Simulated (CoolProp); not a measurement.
Model: reference Helmholtz-energy equation of state, Lemmon 2006, in CoolProp. It is a short technical equation, of lower accuracy than the large ones.

For C2F6 (R116), give the phase and the Joule-Thomson coefficient (K/MPa), expansivity (1/kK), viscosity (µPa s), conductivity (mW/(m K)) at 151.85 °C and 4.76 MPa; 151.85 °C and 6.67 MPa; 151.85 °C and 11.4 MPa.


- 151.85 °C and 4.76 MPa: supercritical; Joule-Thomson coefficient 3.18, expansivity 3.97, viscosity 24.7, conductivity 26.9
- 151.85 °C and 6.67 MPa: supercritical; Joule-Thomson coefficient 2.92, expansivity 4.62, viscosity 28.0, conductivity 28.5
- 151.85 °C and 11.4 MPa: supercritical; Joule-Thomson coefficient 1.90, expansivity 5.14, viscosity 39.3, conductivity 33.5

Viscosity comes from a separate model (Huber 2003), an estimate that may be off by 10 % or more. Thermal conductivity comes from a separate model (Huber 2003), an estimate that may be off by 10 % or more.
